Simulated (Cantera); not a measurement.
**Thermodynamics of carbothermic reduction, feed CuO + CH₄ + CO**

Charge: 1 mol CuO, 1.3 mol CH₄, 0.6 mol CO, held at 8.70 bar.

These are equilibrium values from Cantera (NASA tables, ideal gas, pure condensed phases), not measurements of a reactor. Candidate condensed phases: C, C₆H₆, C₇H₈, C₈H₁₈, Cu, CuO, Cu(OH)₂, Cu₂O, H₂O; 113 gas species. Rates play no part.

From 823 K to 1273 K the condensed part is C(graphite) + Cu(s). From 1423 K to 2623 K the condensed part is C(graphite) + Cu(l).

```json
[
 {"T (K)": "823", "x H₂": "0.183", "x H₂O": "0.387", "x CO": "0.0183", "x CH₄": "0.272", "x CO₂": "0.140", "x Cu": "<1e-12", "x H": "1.06e-12", "x C₂H₂ (acetylene)": "<1e-12", "n C(graphite)": "0.895", "n Cu(s)": "1.00", "n Cu(l)": "0"},
 {"T (K)": "973", "x H₂": "0.379", "x H₂O": "0.234", "x CO": "0.114", "x CH₄": "0.160", "x CO₂": "0.113", "x Cu": "<1e-12", "x H": "2.26e-10", "x C₂H₂ (acetylene)": "2.04e-10", "n C(graphite)": "0.820", "n Cu(s)": "1.00", "n Cu(l)": "0"},
 {"T (K)": "1123", "x H₂": "0.518", "x H₂O": "0.0849", "x CO": "0.285", "x CH₄": "0.0686", "x CO₂": "0.0428", "x Cu": "1.44e-10", "x H": "1.04e-8", "x C₂H₂ (acetylene)": "1.14e-8", "n C(graphite)": "0.507", "n Cu(s)": "1.00", "n Cu(l)": "0"},
 {"T (K)": "1273", "x H₂": "0.578", "x H₂O": "0.0218", "x CO": "0.364", "x CH₄": "0.0273", "x CO₂": "0.00830", "x Cu": "9.48e-9", "x H": "1.84e-7", "x C₂H₂ (acetylene)": "2.15e-7", "n C(graphite)": "0.311", "n Cu(s)": "1.00", "n Cu(l)": "0"},
 {"T (K)": "1423", "x H₂": "0.601", "x H₂O": "0.00612", "x CO": "0.379", "x CH₄": "0.0120", "x CO₂": "0.00170", "x Cu": "2.40e-7", "x H": "1.75e-6", "x C₂H₂ (acetylene)": "2.06e-6", "n C(graphite)": "0.283", "n Cu(s)": "0", "n Cu(l)": "1.000"},
 {"T (K)": "1573", "x H₂": "0.610", "x H₂O": "0.00210", "x CO": "0.381", "x CH₄": "0.00594", "x CO₂": "0.000454", "x Cu": "3.05e-6", "x H": "1.08e-5", "x C₂H₂ (acetylene)": "1.26e-5", "n C(graphite)": "0.286", "n Cu(s)": "0", "n Cu(l)": "1.000"},
 {"T (K)": "1723", "x H₂": "0.614", "x H₂O": "0.000866", "x CO": "0.381", "x CH₄": "0.00330", "x CO₂": "0.000153", "x Cu": "2.45e-5", "x H": "4.85e-5", "x C₂H₂ (acetylene)": "5.56e-5", "n C(graphite)": "0.290", "n Cu(s)": "0", "n Cu(l)": "1.000"},
 {"T (K)": "1873", "x H₂": "0.616", "x H₂O": "0.000411", "x CO": "0.381", "x CH₄": "0.00201", "x CO₂": "6.21e-5", "x Cu": "0.000140", "x H": "0.000172", "x C₂H₂ (acetylene)": "0.000192", "n C(graphite)": "0.292", "n Cu(s)": "0", "n Cu(l)": "0.999"},
 {"T (K)": "2023", "x H₂": "0.616", "x H₂O": "0.000218", "x CO": "0.381", "x CH₄": "0.00132", "x CO₂": "2.90e-5", "x Cu": "0.000611", "x H": "0.000505", "x C₂H₂ (acetylene)": "0.000550", "n C(graphite)": "0.291", "n Cu(s)": "0", "n Cu(l)": "0.997"},
 {"T (K)": "2173", "x H₂": "0.614", "x H₂O": "0.000127", "x CO": "0.380", "x CH₄": "0.000914", "x CO₂": "1.51e-5", "x Cu": "0.00216", "x H": "0.00128", "x C₂H₂ (acetylene)": "0.00135", "n C(graphite)": "0.285", "n Cu(s)": "0", "n Cu(l)": "0.991"},
 {"T (K)": "2323", "x H₂": "0.609", "x H₂O": "7.82e-5", "x CO": "0.378", "x CH₄": "0.000660", "x CO₂": "8.56e-6", "x Cu": "0.00647", "x H": "0.00288", "x C₂H₂ (acetylene)": "0.00295", "n C(graphite)": "0.272", "n Cu(s)": "0", "n Cu(l)": "0.972"},
 {"T (K)": "2473", "x H₂": "0.597", "x H₂O": "5.05e-5", "x CO": "0.373", "x CH₄": "0.000486", "x CO₂": "5.16e-6", "x Cu": "0.0169", "x H": "0.00584", "x C₂H₂ (acetylene)": "0.00576", "n C(graphite)": "0.248", "n Cu(s)": "0", "n Cu(l)": "0.926"},
 {"T (K)": "2623", "x H₂": "0.575", "x H₂O": "3.31e-5", "x CO": "0.364", "x CH₄": "0.000357", "x CO₂": "3.21e-6", "x Cu": "0.0392", "x H": "0.0108", "x C₂H₂ (acetylene)": "0.0102", "n C(graphite)": "0.207", "n Cu(s)": "0", "n Cu(l)": "0.821"}
]
```
x: gas mole fraction; n: condensed amount in mol.
